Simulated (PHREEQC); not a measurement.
## Reverse-osmosis permeate (model solution)

Synthetic water in mg/L, 25 °C, pH 5.84, pe -0.4:

```
constituent          mg/L
------------------  -----
Na                   3.46
K                    4.12
Ca                   1.51
Mg                  0.552
Cl                      9
S(6) as SO4          3.91
Alkalinity as HCO3   2.91
Li                  0.009
```

Valence states are taken as typed.

The numbers come from PHREEQC with the ion-association model, wateq4f.dat.

No solid was allowed to form.

**Question.** Estimate the charge-balance error.

**Answer.** charge-balance error -0.7 %.

**Question.** In which forms is C present?

**Answer.** CO2 76 %, HCO3- 24 % of the C.
